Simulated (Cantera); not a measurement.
**Ignition delay**

Mixture: H₂ : O₂ : N₂ = 1 : 1.19 : 4.48 (molar parts), equivalence ratio 0.42, at 0.898 atm, adiabatic and at constant volume. Ignition delay is the time to a rise of 400 K.

Detailed kinetics in Cantera: GRI-Mech 3.0 (53 species, 325 reactions). Where the delays flatten at high temperature, the 400 K rule measures the pace of heat release, not the induction time.

```json
[
 {"T0 (K)": "1175", "delay (ms)": "0.0629"},
 {"T0 (K)": "1225", "delay (ms)": "0.0494"},
 {"T0 (K)": "1275", "delay (ms)": "0.0405"},
 {"T0 (K)": "1325", "delay (ms)": "0.0345"},
 {"T0 (K)": "1375", "delay (ms)": "0.0304"},
 {"T0 (K)": "1425", "delay (ms)": "0.0276"},
 {"T0 (K)": "1475", "delay (ms)": "0.0258"},
 {"T0 (K)": "1525", "delay (ms)": "0.0248"},
 {"T0 (K)": "1575", "delay (ms)": "0.0244"},
 {"T0 (K)": "1625", "delay (ms)": "0.0244"}
]
```
